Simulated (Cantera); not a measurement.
Input: 1 mol B2O3, 1.8 mol NH3, equilibrated at 2198 K and 0.133 bar.

Cantera equilibrium calculation (NASA polynomials, part measured and part estimated; ideal gas, pure solids and liquids). Candidate condensed phases: B, BN, B2O3, B3O3H3, H2O; 39 gas species. The numbers say what is thermodynamically allowed, not how fast it happens.

What is the equilibrium state?


| Quantity | Result |
|---|---|
| x(H2) | 0.497 |
| x(N2) | 0.193 |
| x(B2O3) | 0.125 |
| x(HBO2) | 0.0822 |
| x(HBO) | 0.0563 |
| x(BO) | 0.0148 |
| x(B2O2) | 0.0132 |
| x(H) | 0.0108 |
| x(H2O) | 0.00754 |
| gas amount | 4.660 mol |
| log10 activity of B(s) (absent) | -2.61 |
